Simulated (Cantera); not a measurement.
What does this Cantera script print?

```python
import numpy as np
import cantera as ct

gas = ct.Solution("gri30.yaml")
gas.TPX = 1773, 410000, {'CH4': 1, 'O2': 2.02, 'N2': 7.6}
reactor = ct.IdealGasConstPressureReactor(gas, energy="on", clone=False)
net = ct.ReactorNet([reactor])
net.rtol, net.atol = 1e-08, 1e-16
show = ['CH4', 'O2', 'CO', 'CH3', 'O']
times = np.geomspace(6e-06, 1, 15)

steps = ct.SolutionArray(gas, extra=["t"])
rows = []
print(f"{'t/s':>10s}{'T/K':>9s}{'P/Pa':>11s}" + "".join(f"{s:>11s}" for s in show))
for t in times:
    while net.time < t:
        t_next = net.step()
        steps.append(gas.state, t=t_next)
    rows.append([np.interp(t, steps.t, y) for y in (steps.T, steps.P, *steps(*show).X.T)])
    print(f"{t:10.3e}{rows[-1][0]:9.1f}{rows[-1][1]:11.4g}" + "".join(f"{x:11.3e}" for x in rows[-1][2:]))
rate = np.gradient(steps.T, steps.t)
print("integrator steps:", len(steps.t))
if steps.T.max() > steps.T[0] + 200:
    print(f"time of steepest temperature rise: {steps.t[rate.argmax()]:.4e} s")
gas.TPX = 1773, 410000, {'CH4': 1, 'O2': 2.02, 'N2': 7.6}
gas.equilibrate("HP")
print(f"equilibrium (HP): T = {gas.T:.1f} K  " + "  ".join(f"{s} {gas[s].X[0]:.3e}" for s in show))
```

Output:

```
       t/s      T/K       P/Pa        CH4         O2         CO        CH3          O
 6.000e-06   1772.4    4.1e+05  9.383e-02  1.901e-01  2.275e-06  2.474e-04  8.467e-07
 1.416e-05   1773.8    4.1e+05  9.255e-02  1.894e-01  6.873e-05  7.699e-04  2.709e-06
 3.343e-05   1854.5    4.1e+05  7.254e-02  1.742e-01  6.579e-03  3.208e-03  3.444e-05
 7.891e-05   2948.3    4.1e+05  1.650e-14  2.392e-02  4.281e-02  1.349e-13  7.512e-03
 1.863e-04   2947.2    4.1e+05  1.810e-14  2.210e-02  4.284e-02  1.429e-13  6.961e-03
 4.396e-04   2940.2    4.1e+05  1.941e-14  2.041e-02  4.312e-02  1.488e-13  6.521e-03
 1.038e-03   2938.1    4.1e+05  1.982e-14  1.992e-02  4.321e-02  1.506e-13  6.392e-03
 2.449e-03   2938.1    4.1e+05  1.983e-14  1.991e-02  4.321e-02  1.507e-13  6.389e-03
 5.782e-03   2938.1    4.1e+05  1.983e-14  1.991e-02  4.321e-02  1.507e-13  6.389e-03
 1.365e-02   2938.1    4.1e+05  1.983e-14  1.991e-02  4.321e-02  1.507e-13  6.389e-03
 3.221e-02   2938.1    4.1e+05  1.983e-14  1.991e-02  4.321e-02  1.507e-13  6.389e-03
 7.604e-02   2938.1    4.1e+05  1.983e-14  1.991e-02  4.321e-02  1.507e-13  6.389e-03
 1.795e-01   2938.1    4.1e+05  1.983e-14  1.991e-02  4.321e-02  1.507e-13  6.389e-03
 4.237e-01   2938.1    4.1e+05  1.983e-14  1.991e-02  4.321e-02  1.507e-13  6.389e-03
 1.000e+00   2938.1    4.1e+05  1.983e-14  1.991e-02  4.321e-02  1.507e-13  6.389e-03
integrator steps: 1753
time of steepest temperature rise: 4.0399e-05 s
equilibrium (HP): T = 2938.1 K  CH4 2.569e-14  O2 1.991e-02  CO 4.321e-02  CH3 1.952e-13  O 6.389e-03
```

Detailed kinetics in Cantera: GRI-Mech 3.0 (53 species, 325 reactions).
